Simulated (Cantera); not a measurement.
Charge: 1 mol n-butane, 5.4 mol H2O, 0.54 mol CO2, held at 925 °C and 72.0 Pa.

Cantera equilibrium calculation (NASA polynomials, part measured and part estimated; ideal gas, pure solids and liquids). Candidate condensed phases: C, C6H6, C7H8, C8H18, H2O; 110 gas species. Equilibrium is a limit: real reactors are often held back by kinetics, nucleation or transport.

Problem. What is the equilibrium state?

Solution. 
| Quantity | Result |
|---|---|
| x(H2) | 0.599 |
| x(CO) | 0.272 |
| x(H2O) | 0.0975 |
| x(CO2) | 0.0324 |
| x(H) | 5.50e-6 |
| gas amount | 14.94 mol |
| log10 activity of C(graphite) (absent) | -4.50 |
